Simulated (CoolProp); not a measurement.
Vapour-liquid equilibrium of CH2F2 (R32) (1) + R125 (2) at 254.7 K; x and y are mole fractions of (1).

Computed with CoolProp (multi-fluid Helmholtz-energy mixture model, Tillner-Roth 1997 and Lemmon 2005; pair parameters Lemmon 2004).

| x | bubble pressure (bar) | y at the bubble point | dew pressure at overall composition x (bar) | liquid density (mol/L) |
|---|---|---|---|---|
| 0.05 | 3.635 | 0.064 | 3.621 | 11.94 |
| 0.125 | 3.727 | 0.157 | 3.695 | 12.38 |
| 0.2 | 3.816 | 0.244 | 3.771 | 12.85 |
| 0.275 | 3.900 | 0.326 | 3.848 | 13.35 |
| 0.35 | 3.979 | 0.403 | 3.925 | 13.89 |
| 0.425 | 4.051 | 0.477 | 4.001 | 14.47 |
| 0.5 | 4.115 | 0.547 | 4.073 | 15.10 |
| 0.575 | 4.172 | 0.614 | 4.140 | 15.79 |
| 0.65 | 4.220 | 0.680 | 4.199 | 16.55 |
| 0.725 | 4.259 | 0.745 | 4.248 | 17.39 |
| 0.8 | 4.287 | 0.811 | 4.283 | 18.33 |
| 0.875 | 4.305 | 0.878 | 4.304 | 19.38 |
| 0.95 | 4.308 | 0.949 | 4.308 | 20.56 |

y crosses x between x = 0.875 and 0.95: the model has an azeotrope there.

The pair parameters rest on a limited set of measurements; away from them the model extrapolates.
